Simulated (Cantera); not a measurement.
Gas mixture: N₂ = 0.45 (molar parts), at 0.000830 bar, frozen composition.

Cantera's kinetic-theory transport with the Lennard-Jones parameters of GRI-Mech 3.0, ideal gas; thermal conductivity in the mixture-averaged form.

One state of this run: ρ (kg/m³) = 0.000233; cp (J/kg/K) = 1203; μ (µPa s) = 46.7; λ (mW/m/K) = 79.5; Pr = 0.707; D (cm²/s) NO = 2630; D (cm²/s) CO₂ = 2160; D (cm²/s) O = 4130. D: mixture-averaged diffusion coefficient of that species in the mixture.

Task: Which value of T (K) does it belong to?
A) 700
B) 1100
C) 1200
D) 900

Result: C, 1200
